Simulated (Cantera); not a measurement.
What does this Cantera script print?

```python
import numpy as np
import cantera as ct

gas_names = """
    CL CL2 H HCL H2 Si SiCL SiCL2 SiCL3 SiCL4 SiH SiHCL3 SiH2 SiH2CL2 SiH3 SiH3CL SiH4 Si2 Si3
""".split()
cond_names = """
    Si(cr) Si(L)
""".split()


def load(file, names, dense=False):
    # The tables refer to 1 bar. Condensed volumes are neglected.
    table = {s.name: s for s in ct.Species.list_from_file(file)}
    out = []
    for n in names:
        d = dict(table[n].input_data)
        d["thermo"] = dict(d["thermo"], **{"reference-pressure": 1e5})
        if dense:
            d["equation-of-state"] = {"model": "constant-volume", "density": "1e6 g/cm^3"}
        out.append(ct.Species.from_dict(d))
    return out


gas = ct.Solution(thermo="ideal-gas", species=load("nasa_gas.yaml", gas_names))
cond = {s.name: ct.Solution(thermo="fixed-stoichiometry", species=[s], name=s.name)
        for s in load("nasa_condensed.yaml", cond_names, dense=True)}
atoms = {
    'Si': {'Si': 1},
    'Cl2': {'CL': 2},
    'H2': {'H': 2},
}
top_T = {}  # K; cautious upper limits of use, not melting points


def equilibrate(T, P, feed):
    n = {}
    for name, mol in feed.items():
        for a, k in atoms[name].items():
            n[a] = n.get(a, 0.0) + k * mol
    gas.TPX = T, P, n
    mass = sum(n.values()) * gas.mean_molecular_weight
    gas.equilibrate("TP")
    valid = [c for c in cond.values() if c.min_temp <= T <= top_T.get(c.name, c.max_temp)]
    mix = ct.Mixture([(gas, mass / gas.mean_molecular_weight)] + [(c, 0.0) for c in valid])
    mix.T, mix.P = T, P
    mix.equilibrate("TP", solver="gibbs", rtol=1e-10, max_steps=50000)
    return mix


results = []
P = 101325  # Pa
for T in [500, 650, 800, 950, 1100, 1250, 1400, 1550, 1700]:
    for m in [0.5, 0.6, 0.72, 0.87, 1, 1.3, 1.5, 1.8, 2.2, 2.6]:
        feed = {'Si': 1, 'Cl2': m, 'H2': 2}  # mol
        mix = equilibrate(T, P, feed)
        results.append((T, P, feed, dict(zip(mix.species_names, mix.species_moles))))

for T, P, feed, n in results:
    print(f"{T:7g} {feed['Cl2']:10.4g}  " + (" + ".join(c for c in cond_names if n.get(c, 0) > 1e-12) or "gas only"))
```

Result:

```
    500        0.5  Si(cr)
    500        0.6  Si(cr)
    500       0.72  Si(cr)
    500       0.87  Si(cr)
    500          1  Si(cr)
    500        1.3  Si(cr)
    500        1.5  Si(cr)
    500        1.8  Si(cr)
    500        2.2  gas only
    500        2.6  gas only
    650        0.5  Si(cr)
    650        0.6  Si(cr)
    650       0.72  Si(cr)
    650       0.87  Si(cr)
    650          1  Si(cr)
    650        1.3  Si(cr)
    650        1.5  Si(cr)
    650        1.8  Si(cr)
    650        2.2  gas only
    650        2.6  gas only
    800        0.5  Si(cr)
    800        0.6  Si(cr)
    800       0.72  Si(cr)
    800       0.87  Si(cr)
    800          1  Si(cr)
    800        1.3  Si(cr)
    800        1.5  Si(cr)
    800        1.8  Si(cr)
    800        2.2  gas only
    800        2.6  gas only
    950        0.5  Si(cr)
    950        0.6  Si(cr)
    950       0.72  Si(cr)
    950       0.87  Si(cr)
    950          1  Si(cr)
    950        1.3  Si(cr)
    950        1.5  Si(cr)
    950        1.8  Si(cr)
    950        2.2  gas only
    950        2.6  gas only
   1100        0.5  Si(cr)
   1100        0.6  Si(cr)
   1100       0.72  Si(cr)
   1100       0.87  Si(cr)
   1100          1  Si(cr)
   1100        1.3  Si(cr)
   1100        1.5  Si(cr)
   1100        1.8  Si(cr)
   1100        2.2  gas only
   1100        2.6  gas only
   1250        0.5  Si(cr)
   1250        0.6  Si(cr)
   1250       0.72  Si(cr)
   1250       0.87  Si(cr)
   1250          1  Si(cr)
   1250        1.3  Si(cr)
   1250        1.5  Si(cr)
   1250        1.8  Si(cr)
   1250        2.2  gas only
   1250        2.6  gas only
   1400        0.5  Si(cr)
   1400        0.6  Si(cr)
   1400       0.72  Si(cr)
   1400       0.87  Si(cr)
   1400          1  Si(cr)
   1400        1.3  Si(cr)
   1400        1.5  Si(cr)
   1400        1.8  Si(cr)
   1400        2.2  gas only
   1400        2.6  gas only
   1550        0.5  Si(cr)
   1550        0.6  Si(cr)
   1550       0.72  Si(cr)
   1550       0.87  Si(cr)
   1550          1  Si(cr)
   1550        1.3  Si(cr)
   1550        1.5  Si(cr)
   1550        1.8  gas only
   1550        2.2  gas only
   1550        2.6  gas only
   1700        0.5  Si(L)
   1700        0.6  Si(L)
   1700       0.72  Si(L)
   1700       0.87  Si(L)
   1700          1  Si(L)
   1700        1.3  Si(L)
   1700        1.5  gas only
   1700        1.8  gas only
   1700        2.2  gas only
   1700        2.6  gas only
```

Method: chemical equilibrium by Gibbs-energy minimisation in Cantera with the NASA 1993 tables (ideal gas, pure condensed phases). The tables' values for SiCl3 are old estimates.
